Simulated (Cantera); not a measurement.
Equilibrium for halide evaporation, hydrolysis and transport: KCl + HCl + N₂

Input: 1 mol KCl, 0.18 mol HCl, a varied amount of N₂, held at 1925 K and 0.0220 bar.

Method: chemical equilibrium by Gibbs-energy minimisation in Cantera with the NASA 1993 tables (ideal gas, pure condensed phases). Candidate condensed phases: K, KCl, NH₄Cl; 17 gas species. The numbers say what is thermodynamically allowed, not how fast it happens.

```csv
n(N₂) (mol),log p N₂,log p KCl,log p HCl,log p Cl,log p H₂
2.6,-1.82,-2.24,-3.02,-3.98,-4.36
5.4,-1.74,-2.48,-3.27,-4.14,-4.54
11,-1.70,-2.75,-3.55,-4.32,-4.74
22,-1.68,-3.03,-3.84,-4.50,-4.95
44,-1.67,-3.32,-4.14,-4.69,-5.18
89,-1.66,-3.62,-4.46,-4.89,-5.43
180,-1.66,-3.93,-4.79,-5.08,-5.69
```
log p: log10 of the partial pressure in bar; nothing condenses.

From 2.6 mol N₂ to 180 mol N₂ nothing is condensed. The main K-bearing gas is KCl throughout.
